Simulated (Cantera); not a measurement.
## Equilibrium for boron, boron nitride and boron oxide: borazine + O2 + H2

Feed: 1 mol borazine, 1 mol O2, a varied amount of H2, equilibrated at 1.40 mbar.

Equilibrium computed with Cantera from the NASA thermochemical tables; the gas is ideal and each condensed phase is pure. Candidate condensed phases: B, BN, B2O3, B3O3H3, H2O; 39 gas species. The feed counts by its element totals alone. Mutual solubility and eutectic melting of coexisting phases are not modelled. Kinetics and transport are ignored.

### Question
Map the stable condensed phases over T = 1227, 1277, 1327, 1377, 1427, 1477, 1527, 1577, 1627, 1677, 1727, 1777 °C and n(H2) in mol = 2.2, 3.5, 5.5, 8.8, 14, 22, 35, 55, 88.

### Answer
```
T in °C \ n(H2) in mol
         2.2 3.5 5.5 8.8  14  22  35  55  88
   1777    A   B   B   B   B   B   B   B   B
   1727    C   C   C   A   B   B   B   B   B
   1677    C   C   C   C   C   A   B   B   B
   1627    C   C   C   C   C   C   C   A   B
   1577    C   C   C   C   C   C   C   C   C
   1527    C   C   C   C   C   C   C   C   C
   1477    C   C   C   C   C   C   C   C   C
   1427    C   C   C   C   C   C   C   C   C
   1377    C   C   C   C   C   C   C   C   C
   1327    C   C   C   C   C   C   C   C   C
   1277    D   D   C   C   C   C   C   C   C
   1227    D   D   D   D   D   C   C   C   C
```
A: B + BN; B: B; C: BN; D: BN + B2O3.
